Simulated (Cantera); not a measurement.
Feed: 1 mol Si3N4, 0.019 mol CO2, 89 mol N2, held at 1825 °C and 0.00230 bar.

Method: chemical equilibrium by Gibbs-energy minimisation in Cantera with the NASA 1993 tables (ideal gas, pure condensed phases). Candidate condensed phases: C, Si, SiC, SiO2, Si2N2O, Si3N4; 34 gas species. The tables' values for SiN are old estimates; treat these amounts as uncertain. Kinetics and transport are ignored.

Base state: N2 0.969, Si 0.0302, SiO 0.000337, SiN 0.000297, Si2 0.000208, Si2N 0.000190, Si2C 0.000133, CO 6.74e-5 (mole fractions); condensed: gas only.

Task: What changes in the equilibrium state with this change: temperature from 1825 °C to 877 °C?

Result: 
| species | before | after |
|---|---|---|
| N2 | 0.969 | 1.000 |
| CO | 6.74e-5 | 1.69e-6 |
| Si | 0.0302 | <1e-9 |
| SiO | 0.000337 | <1e-9 |
| SiN | 0.000297 | <1e-9 |
| Si2 | 0.000208 | <1e-9 |
| Si2N | 0.000190 | <1e-9 |
| C(graphite), mol | 0 | 0.0188 |
| Si2N2O(s), mol | 0 | 0.0378 |
| Si3N4(s), mol | 0 | 0.975 |
Mutual solubility and eutectic melting of coexisting phases are not modelled.
